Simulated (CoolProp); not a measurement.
R141b along the isotherm 226.85 °C: Z from the reference equation and from simpler models built on Tc = 204.4 °C, pc = 4.212 MPa, ω = 0.220; each cubic takes its own stable root.

Values from CoolProp's reference Helmholtz-energy equation of state, Lemmon 2006. It is a short technical equation, of lower accuracy than the large ones.

```
p (MPa)          phase  reference
-------  -------------  ---------
5.26     supercritical     0.4189
10.5     supercritical     0.3846
15.8     supercritical     0.5250
21.1     supercritical     0.6633
26.3     supercritical     0.7956
31.6     supercritical     0.9273
36.9     supercritical      1.056
42.1     supercritical      1.180
```

### Question
How far does each simpler model (van der Waals, Redlich-Kwong, Soave-Redlich-Kwong, Peng-Robinson) lie from the reference over these 8 states: mean and median of the absolute difference, and the worst?

### Answer
- van der Waals: mean 30.9 %, median 34.0 %, worst +34.7 % at 226.85 °C and 42.1 MPa
- Redlich-Kwong: mean 6.0 %, median 5.3 %, worst +11.7 % at 226.85 °C and 10.5 MPa
- Soave-Redlich-Kwong: mean 7.6 %, median 7.1 %, worst +13.9 % at 226.85 °C and 10.5 MPa
- Peng-Robinson: mean 3.7 %, median 3.7 %, worst -6.1 % at 226.85 °C and 42.1 MPa
